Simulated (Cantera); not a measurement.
Si3N4 + H2 (sublimation and decomposition of ceramics)

A closed system holds: 1 mol Si3N4, 0.13 mol H2, equilibrated at 2300 K.

Equilibrium computed with Cantera from the NASA thermochemical tables; the gas is ideal and each condensed phase is pure. Candidate condensed phases: Si, Si3N4; 18 gas species. Mutual solubility and eutectic melting of coexisting phases are not modelled. The tables' values for SiN are old estimates; treat these amounts as uncertain. Gases not in the tables: Si2H6 and higher silanes. Rates play no part.

```json
[
 {"P (Pa)": "1", "x N2": "0.380", "x Si": "0.570", "x H2": "0.000256", "x H": "0.0489", "x Si2": "6.74e-5", "x Si2N": "9.73e-7", "n Si(l)": "0", "n Si3N4(s)": "0"},
 {"P (Pa)": "4.60", "x N2": "0.381", "x Si": "0.570", "x H2": "0.00110", "x H": "0.0473", "x Si2": "0.000310", "x Si2N": "9.61e-6", "n Si(l)": "0", "n Si3N4(s)": "0"},
 {"P (Pa)": "22", "x N2": "0.382", "x Si": "0.570", "x H2": "0.00404", "x H": "0.0415", "x Si2": "0.00148", "x Si2N": "0.000101", "n Si(l)": "0", "n Si3N4(s)": "0"},
 {"P (Pa)": "100", "x N2": "0.387", "x Si": "0.563", "x H2": "0.00977", "x H": "0.0303", "x Si2": "0.00656", "x Si2N": "0.000956", "n Si(l)": "0", "n Si3N4(s)": "0"},
 {"P (Pa)": "460", "x N2": "0.728", "x Si": "0.203", "x H2": "0.0339", "x H": "0.0263", "x Si2": "0.00391", "x Si2N": "0.00168", "n Si(l)": "2.40", "n Si3N4(s)": "0"},
 {"P (Pa)": "2200", "x N2": "0.890", "x Si": "0.0423", "x H2": "0.0503", "x H": "0.0146", "x Si2": "0.000817", "x Si2N": "0.000847", "n Si(l)": "2.89", "n Si3N4(s)": "0"},
 {"P (Pa)": "10000", "x N2": "0.926", "x Si": "0.00932", "x H2": "0.0564", "x H": "0.00727", "x Si2": "0.000180", "x Si2N": "0.000405", "n Si(l)": "2.98", "n Si3N4(s)": "0"},
 {"P (Pa)": "46000", "x N2": "0.935", "x Si": "0.00203", "x H2": "0.0590", "x H": "0.00346", "x Si2": "3.91e-5", "x Si2N": "0.000190", "n Si(l)": "2.99", "n Si3N4(s)": "0"},
 {"P (Pa)": "220000", "x N2": "0.938", "x Si": "0.000423", "x H2": "0.0601", "x H": "0.00160", "x Si2": "8.17e-6", "x Si2N": "8.70e-5", "n Si(l)": "3.00", "n Si3N4(s)": "0"},
 {"P (Pa)": "1000000", "x N2": "0.495", "x Si": "9.32e-5", "x H2": "0.502", "x H": "0.00217", "x Si2": "1.80e-6", "x Si2N": "2.97e-5", "n Si(l)": "0.192", "n Si3N4(s)": "0.936"}
]
```
x: gas mole fraction; n: condensed amount in mol.

From 1.00e-5 bar to 0.00100 bar nothing is condensed. From 0.00460 bar to 2.20 bar the condensed part is Si(l). At 10.0 bar the condensed part is Si(l) + Si3N4(s). The main Si-bearing gas is Si at 1.00e-5 bar and SiH2 at 10.0 bar.
